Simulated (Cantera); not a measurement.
Input: 1 mol SiCl₄, 1.4 mol Cl₂, 5.1 mol H₂, held at 5.40 bar.

Cantera equilibrium calculation (NASA polynomials, part measured and part estimated; ideal gas, pure solids and liquids). Candidate condensed phases: Si; 19 gas species. The tables' values for SiCl₃ are old estimates; treat these amounts as uncertain. Kinetics and transport are ignored.

log p: log10 of the partial pressure in bar; nothing condenses.

```csv
T (K),log p H₂,log p HCl,log p SiCl₄,log p SiHCl₃,log p SiCl₃,log p SiCl₂,log p SiH₂Cl₂
725,0.43,0.30,-0.14,-3.53,-7.63,<-11,-8.08
825,0.43,0.30,-0.14,…,-6.09,…,…
925,0.42,0.31,-0.14,-2.46,-4.89,-8.04,-5.79
1025,0.42,0.31,-0.15,-2.10,-3.93,-6.39,-5.00
1125,0.42,0.31,-0.15,-1.80,-3.15,-5.06,-4.35
1225,0.42,0.31,-0.16,…,-2.51,…,…
1325,0.42,0.32,-0.18,-1.37,-1.97,-3.03,-3.40
1425,0.41,0.32,-0.21,-1.23,-1.54,-2.27,-3.06
1525,0.40,0.34,-0.26,-1.14,-1.20,-1.66,-2.82
```

Q: Complete the blanks.

A: 
- 825, log p SiHCl₃: -2.93
- 825, log p SiCl₂: -10.09
- 825, log p SiH₂Cl₂: -6.79
- 1225, log p SiHCl₃: -1.56
- 1225, log p SiCl₂: -3.95
- 1225, log p SiH₂Cl₂: -3.83
